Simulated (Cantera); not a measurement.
# Adiabatic ignition

An adiabatic, constant-volume homogeneous reactor starts with 12.1 % CH₄, 15.2 % O₂, 72.7 % N₂, at 1050 K and 1650 Torr.

Cantera simulation using GRI-Mech 3.0 (53 species, 325 reactions); the numbers are that mechanism's predictions, not measurements.

| t (s) | T (K) | P (bar) | x CH₄ | x O₂ | x C₂H₂ | x CH₂ | x H₂ |
|---|---|---|---|---|---|---|---|
| 2.00e-6 | 1050 | 2.20 | 0.121 | 0.152 | <1e-12 | <1e-12 | <1e-12 |
| 4.64e-6 | 1050 | 2.20 | 0.121 | 0.152 | <1e-12 | <1e-12 | <1e-12 |
| 1.07e-5 | 1050 | 2.20 | 0.121 | 0.152 | <1e-12 | <1e-12 | <1e-12 |
| 2.49e-5 | 1050 | 2.20 | 0.121 | 0.152 | <1e-12 | <1e-12 | 1.65e-12 |
| 5.78e-5 | 1050 | 2.20 | 0.121 | 0.152 | <1e-12 | <1e-12 | 5.96e-12 |
| 0.000134 | 1050 | 2.20 | 0.121 | 0.152 | <1e-12 | <1e-12 | 2.61e-11 |
| 0.000310 | 1050 | 2.20 | 0.121 | 0.152 | <1e-12 | <1e-12 | 1.36e-10 |
| 0.000719 | 1050 | 2.20 | 0.121 | 0.152 | <1e-12 | <1e-12 | 8.63e-10 |
| 0.00167 | 1050 | 2.20 | 0.121 | 0.152 | <1e-12 | <1e-12 | 6.84e-9 |
| 0.00387 | 1050 | 2.20 | 0.121 | 0.152 | <1e-12 | <1e-12 | 6.20e-8 |
| 0.00896 | 1050 | 2.20 | 0.121 | 0.152 | <1e-12 | <1e-12 | 3.60e-7 |
| 0.0208 | 1050 | 2.20 | 0.121 | 0.152 | <1e-12 | <1e-12 | 1.29e-6 |
| 0.0482 | 1050 | 2.20 | 0.121 | 0.151 | 7.68e-12 | <1e-12 | 4.70e-6 |
| 0.112 | 1051 | 2.20 | 0.121 | 0.151 | 1.46e-10 | <1e-12 | 2.40e-5 |
| 0.259 | 1065 | 2.23 | 0.119 | 0.150 | 1.97e-8 | <1e-12 | 0.000373 |
| 0.600 | 2546 | 5.84 | 2.74e-11 | 3.00e-5 | <1e-12 | 1.70e-12 | 0.0790 |
x: mole fraction; the columns are a selection and need not sum to one.

```json
{
 "time_of_steepest_temperature_rise": "0.319 s",
 "temperature at 0.600 s": "2546 K",
 "equilibrium_temperature": "2546 K",
 "x(CH₄) at 0.600 s": "2.74e-11 (gas-phase equilibrium 3.09e-11)",
 "x(O₂) at 0.600 s": "3.00e-5 (gas-phase equilibrium 3.00e-5)",
 "x(C₂H₂) at 0.600 s": "<1e-12 (gas-phase equilibrium <1e-12)"
}
```
